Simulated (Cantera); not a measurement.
## Diamond growth

A diamond (100) surface in a fixed gas of H2 with x(CH4) = 0.0034, x(H) = 0.00022, x(CH3) = 0.00013, 0.0140 bar; coverages are run to steady state.

Model: the Harris–Goodwin 1993 mechanism for the reconstructed diamond (100) surface, integrated in Cantera.

| T (K) | growth (µm/h) | θ c6HH | θ c6H* | θ c6*H | θ c6** | θ c6HM |
|---|---|---|---|---|---|---|
| 900 | 0.296 | 0.474 | 0.00697 | 0.195 | 0.00228 | 0.259 |
| 950 | 0.294 | 0.523 | 0.0110 | 0.261 | 0.00382 | 0.154 |
| 1000 | 0.194 | 0.562 | 0.0161 | 0.330 | 0.00576 | 0.0619 |
| 1050 | 0.103 | 0.566 | 0.0210 | 0.376 | 0.00752 | 0.0187 |
| 1100 | 0.0621 | 0.554 | 0.0254 | 0.402 | 0.00883 | 0.00524 |
| 1150 | 0.0495 | 0.542 | 0.0292 | 0.414 | 0.00968 | 0.00149 |
| 1200 | 0.0441 | 0.538 | 0.0325 | 0.417 | 0.0101 | 0.000442 |
| 1250 | 0.0333 | 0.541 | 0.0353 | 0.412 | 0.0102 | 0.000136 |
| 1300 | 0.0178 | 0.550 | 0.0375 | 0.401 | 0.0100 | 4.39e-5 |
| 1350 | 0.00731 | 0.564 | 0.0392 | 0.387 | 0.00953 | 1.55e-5 |
| 1400 | 0.00274 | 0.580 | 0.0405 | 0.371 | 0.00895 | 5.91e-6 |
θ: site fractions in the mechanism's names (c6HH fully hydrogenated, c6H* and c6*H radical sites, c6** diradical, c6HM methylated).
